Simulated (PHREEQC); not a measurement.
Dissolve 0.22 mol/kgw HCl, 0.0056 mol/kgw NaCl and 0.00031 mol/kgw MnSO4 at 30 °C. Closed to the air; pH follows from the charge balance.

Computed with PHREEQC (ion-association model, wateq4f.dat).

No solid was allowed to form.

Question: Estimate the pH, activity of water.

Answer: pH 0.76; activity of water 0.992.

Question: In which forms is Mn present?

Answer: Mn+2 77 %, MnCl+ 21 %, MnCl2 1.0 % of the Mn.

Species that the database lacks are ignored.
